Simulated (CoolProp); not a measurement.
Vapour-liquid equilibrium of n-heptane (1) + ethylbenzene (2) at 487.1 K; x and y are mole fractions of (1).

Model: multi-fluid Helmholtz-energy mixture model, Span 2003 and Zhou 2012; pair parameters Bell 2016, in CoolProp.

```
x     bubble pressure (MPa)  y at the bubble point  dew pressure at overall composition x (MPa)  liquid density (mol/L)
----  ---------------------  ---------------------  -------------------------------------------  ----------------------
0.05                 0.6027                  0.106                                       0.5796                   6.273
0.15                 0.6828                  0.273                                       0.6224                   6.099
0.25                 0.7572             (withheld)                                       0.6707                   5.927
0.35             (withheld)                  0.510                                   (withheld)                   5.759
0.45                 0.8939                  0.601                                       0.7868                   5.593
0.55                 0.9583                  0.683                                       0.8556                   5.431
0.65                  1.021                  0.758                                       0.9318                   5.270
0.75                  1.083                  0.829                                        1.014                   5.112
0.85                  1.145             (withheld)                                        1.102                   4.955
0.95                  1.207                  0.966                                        1.192              (withheld)
```

**Question.** Fill in the missing entries.

**Answer.** 
- 0.25, y at the bubble point: 0.403
- 0.35, bubble pressure (MPa): 0.8272
- 0.35, dew pressure at overall composition x (MPa): 0.7253
- 0.85, y at the bubble point: 0.898
- 0.95, liquid density (mol/L): 4.799

No azeotrope shows between x = 0.05 and 0.95.

Pair parameters are fitted to limited data, so mixtures are less certain than the pure fluids.
